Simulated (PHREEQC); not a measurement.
Consider water at 25 °C with 0.064 mol Na2HAsO4, 0.051 mol H3PO4 and 0.0001 mol ZnSO4 per kg of water. Closed to the air; pH follows from the charge balance.

Model: ion-association model, wateq4f.dat, run in PHREEQC.

```json
[
 {"quantity": "pH", "before": "5.92", "after": "6.08"},
 {"quantity": "SI of Zincite(c) (ZnO)", "before": "-3.75", "after": "-3.95"}
]
```

Task: What was changed between the two runs?
A. 0.012 mol/kgw Cu(BF4)2 added
B. Na2HAsO4 from 0.064 to 0.0128 mol/kgw
C. diluted 5-fold with water
D. temperature from 25 to 45 °C
E. 0.0096 mol/kgw Na2CO3 added

Result: C, diluted 5-fold with water

Precipitation was switched off in this run. Some of these states are supersaturated (in Zn3(PO4)2:4w, for instance). H3PO4, which wateq4f.dat lacks, is added to it with the constant of phreeqc.dat. The database has no phosphate complexes of Zn. The database has no arsenate complexes of Zn.
